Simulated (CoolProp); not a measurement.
A single-stage vapour-compression cycle with R1224YDZ: evaporating at 328.15 K (dew point), condensing at 380.15 K (bubble point), superheat 5 K, subcooling 8 K, compressor efficiency 0.8, no pressure losses. Each further row changes one setting.

Values from CoolProp's reference Helmholtz-energy equation of state, Akasaka 2023.

| case | cooling COP | pressure ratio | discharge temperature (K) | refrigerating effect (kJ/kg) | volumetric capacity (kJ/m³) |
|---|---|---|---|---|---|
| as stated | … | 3.51 | 380.1 | 96.5 | 2220 |
| evaporating temperature 333.15 K | 4.46 | … | 380.1 | … | … |
| condensing temperature 375.15 K | … | 3.16 | 375.1 | 103 | 2370 |
| subcooling 13 K | 4.11 | 3.51 | 380.1 | 103 | 2370 |
| superheat 15 K | 3.97 | 3.51 | … | … | … |
| compressor efficiency 0.7 | 3.36 | 3.51 | 382.4 | 96.5 | 2220 |

Problem. Some entries are withheld; supply them.

Solution. 
- as stated, cooling COP: 3.84
- evaporating temperature 333.15 K, pressure ratio: 3.06
- evaporating temperature 333.15 K, refrigerating effect (kJ/kg): 99.8
- evaporating temperature 333.15 K, volumetric capacity (kJ/m³): 2630
- condensing temperature 375.15 K, cooling COP: 4.45
- superheat 15 K, discharge temperature (K): 388.4
- superheat 15 K, refrigerating effect (kJ/kg): 106
- superheat 15 K, volumetric capacity (kJ/m³): 2320

The compression ends wet for: as stated; evaporating temperature 333.15 K; condensing temperature 375.15 K; subcooling 13 K.
